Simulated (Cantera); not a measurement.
An adiabatic, constant-volume homogeneous reactor starts with 9.51 % CH4, 19.0 % O2, 71.5 % N2, equivalence ratio 1.0, at 1550 K and 0.250 bar.

Detailed kinetics in Cantera: GRI-Mech 3.0 (53 species, 325 reactions).

One state of this run: T (K) = 1566; P (bar) = 0.253; x CH4 = 0.0907; x O2 = 0.187; x NO = 1.19e-11; x CO2 = 2.61e-5; x C2H2 = 2.24e-6. x: mole fraction; the columns are a selection and need not sum to one.

Question: Which value of t (s) does it belong to?
(A) 0.0601
(B) 0.000147
(C) 0.200
(D) 0.00163

Answer: D, 0.00163
